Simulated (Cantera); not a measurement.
**H₂O + SO₂ + N₂ (abatement and gas-phase synthesis)**

A closed system holds: 1 mol H₂O, a varied amount of SO₂, 0.25 mol N₂, equilibrated at 3298 K and 0.00330 bar.

Method: chemical equilibrium by Gibbs-energy minimisation in Cantera with the NASA 1993 tables (ideal gas, pure condensed phases). Candidate condensed phases: H₂O, H₂SO₄, S; 35 gas species. The numbers say what is thermodynamically allowed, not how fast it happens.

From 0.0053 mol SO₂ to 0.4 mol SO₂ nothing is condensed.

```csv
n(SO₂) (mol),x H,x O,x S,x N₂,x SO,x H₂,x OH,x O₂
0.0053,0.600,0.298,0.00151,0.0767,0.000144,0.00899,0.00754,0.00357
0.0086,0.598,0.299,0.00243,0.0765,0.000234,0.00893,0.00754,0.00359
0.014,0.595,0.301,0.00394,0.0761,0.000381,0.00885,0.00754,0.00363
0.022,0.591,0.303,0.00615,0.0755,0.000598,0.00873,0.00755,0.00369
0.036,0.584,0.307,0.00992,0.0746,0.000979,0.00852,0.00755,0.00378
0.059,0.573,0.314,0.0159,0.0731,0.00160,0.00819,0.00756,0.00394
0.095,0.556,0.323,0.0248,0.0708,0.00257,0.00772,0.00756,0.00418
0.15,0.532,0.336,0.0373,0.0677,0.00402,0.00707,0.00753,0.00453
0.25,0.493,0.358,0.0572,0.0626,0.00657,0.00608,0.00743,0.00512
0.4,0.445,0.384,0.0819,0.0562,0.0101,0.00496,0.00720,0.00591
```
x: gas mole fraction; nothing condenses.
